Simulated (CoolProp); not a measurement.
CH2F2 (R32) at 294.71 K and 11.6 MPa flows at 0.88 m/s in a round tube of 100 mm bore and 1.5 µm roughness, fully developed (64/Re and Nu = 3.66 if laminar; Colebrook and Gnielinski if turbulent). Each further row changes one setting.

Model: reference Helmholtz-energy equation of state, Tillner-Roth 1997, in CoolProp.

```json
[
 {"case": "as stated", "Reynolds number": "657000", "Darcy friction factor": "[?]", "pressure drop (Pa/m)": "50.7", "heat-transfer coefficient (W/(m² K))": "2080", "mass flow (kg/h)": "[?]"},
 {"case": "velocity 1.76 m/s", "Reynolds number": "1310000", "Darcy friction factor": "0.0115", "pressure drop (Pa/m)": "[?]", "heat-transfer coefficient (W/(m² K))": "[?]", "mass flow (kg/h)": "[?]"},
 {"case": "diameter 200 mm", "Reynolds number": "1310000", "Darcy friction factor": "0.0113", "pressure drop (Pa/m)": "22.4", "heat-transfer coefficient (W/(m² K))": "[?]", "mass flow (kg/h)": "102000"}
]
```

Some entries are withheld; supply them.


- as stated, Darcy friction factor: 0.0128
- as stated, mass flow (kg/h): 25500
- velocity 1.76 m/s, pressure drop (Pa/m): 182
- velocity 1.76 m/s, heat-transfer coefficient (W/(m² K)): 3780
- velocity 1.76 m/s, mass flow (kg/h): 50900
- diameter 200 mm, heat-transfer coefficient (W/(m² K)): 1860

Viscosity comes from a separate model (Bell 2016), an estimate that may be off by 10 % or more. Thermal conductivity comes from a separate model (Huber 2003), an estimate that may be off by 10 % or more.
